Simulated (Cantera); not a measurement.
## Equilibrium for metals in furnace atmospheres: Fe + SO2 + H2

A closed system holds: 1 mol Fe, 0.68 mol SO2, 11 mol H2, held at 0.000980 bar.

Equilibrium computed with Cantera from the NASA thermochemical tables; the gas is ideal and each condensed phase is pure. Candidate condensed phases: Fe, FeO, Fe(OH)2, Fe(OH)3, FeS, FeSO4, FeS2, Fe2O3, Fe2(SO4)3, Fe3O4, H2O, H2SO4, S; 22 gas species. Metal and sulfide melt together well below either melting point, which pure phases cannot show. Mutual solubility and eutectic melting of coexisting phases are not modelled. FeS: taken at fixed stoichiometry. Gases not in the tables: S3 to S7. Rates play no part.

| T (K) | log p H2 | log p H2O | log p Fe | log p H | log p S2 | log p H2S | n Fe(α) | n FeS(s) | n Fe(γ) | n Fe(δ) | n Fe(l) |
|---|---|---|---|---|---|---|---|---|---|---|---|
| 948 | -3.07 | -3.92 | -15.00 | -10.81 | -11.07 | -6.21 | 0.327 | 0.673 | 0 | 0 | 0 |
| 1048 | -3.07 | -3.92 | -12.85 | -9.65 | -9.44 | -5.87 | 0.335 | 0.665 | 0 | 0 | 0 |
| 1148 | -3.07 | -3.92 | -11.10 | -8.68 | -8.07 | -5.57 | 0.350 | 0.650 | 0 | 0 | 0 |
| 1248 | -3.07 | -3.92 | -9.63 | -7.86 | -6.92 | -5.33 | 0 | 0.624 | 0.376 | 0 | 0 |
| 1348 | -3.07 | -3.92 | -8.39 | -7.17 | -5.94 | -5.12 | 0 | 0.567 | 0.433 | 0 | 0 |
| 1448 | -3.08 | -3.92 | -7.32 | -6.57 | -5.11 | -4.96 | 0 | 0.363 | 0.637 | 0 | 0 |
| 1548 | -3.08 | -3.93 | -6.39 | -6.05 | -4.66 | -4.95 | 0 | 0 | 0.995 | 0 | 0 |
| 1648 | -3.08 | -3.94 | -5.58 | -5.59 | -4.65 | -5.13 | 0 | 0 | 0.970 | 0 | 0 |
| 1748 | -3.09 | -3.95 | -4.87 | -5.19 | -4.67 | -5.31 | 0 | 0 | 0 | 0.841 | 0 |
| 1848 | -3.11 | -3.99 | -4.24 | -4.83 | -4.75 | -5.52 | 0 | 0 | 0 | 0 | 0.290 |
| 1948 | -3.13 | -4.02 | -4.11 | -4.51 | -4.86 | -5.73 | 0 | 0 | 0 | 0 | 0 |
log p: log10 of the partial pressure in bar; n: condensed amount in mol.

From 948 K to 1148 K the condensed part is Fe(α) + FeS(s). From 1248 K to 1448 K the condensed part is Fe(γ) + FeS(s). From 1548 K to 1648 K the condensed part is Fe(γ). At 1748 K the condensed part is Fe(δ). At 1848 K the condensed part is Fe(l). At 1948 K nothing is condensed.
